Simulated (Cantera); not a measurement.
A freely propagating, adiabatic, planar premixed flame of CH4 : O2 : N2 = 1 : 1.33 : 5.01 (molar parts), unburnt at 450 K and 1.01 bar; mixture-averaged transport, grid criteria slope 0.08 and curve 0.16, no radiation.

Detailed kinetics in Cantera: GRI-Mech 3.0 (53 species, 325 reactions). Burning velocities carry a grid error of a few per cent, more on coarse grids.

Q: How do the results move with these cheaper or finer settings: unity-Lewis-number transport; multicomponent transport; multicomponent+Soret transport; grid criteria slope 0.5, curve 1; grid criteria slope 0.25, curve 0.5; grid criteria slope 0.03, curve 0.06?

A: 
| setting | laminar burning velocity | thermal thickness | peak x(C2H6) | peak x(H2O2) | grid points |
|---|---|---|---|---|---|
| as above | 24.1 cm/s | 0.947 mm | 0.00157 | 1.47e-5 | 120 |
| unity-Lewis-number transport | 18.2 cm/s | 1.12 mm | 0.00116 | 3.63e-6 | 116 |
| multicomponent transport | 24.0 cm/s | 0.964 mm | 0.00159 | 1.40e-5 | 120 |
| multicomponent+Soret transport | 24.1 cm/s | 0.945 mm | 0.00158 | 1.31e-5 | 120 |
| grid criteria slope 0.5, curve 1 | 26.6 cm/s | 1.05 mm | 0.00149 | 1.69e-5 | 30 |
| grid criteria slope 0.25, curve 0.5 | 25.0 cm/s | 0.987 mm | 0.00155 | 1.54e-5 | 45 |
| grid criteria slope 0.03, curve 0.06 | 23.8 cm/s | 0.937 mm | 0.00157 | 1.43e-5 | 311 |
The base run took very roughly 7 core-seconds.
Unity Lewis numbers drop preferential diffusion, which matters most where H2 and H carry the flame; Soret adds thermal diffusion.
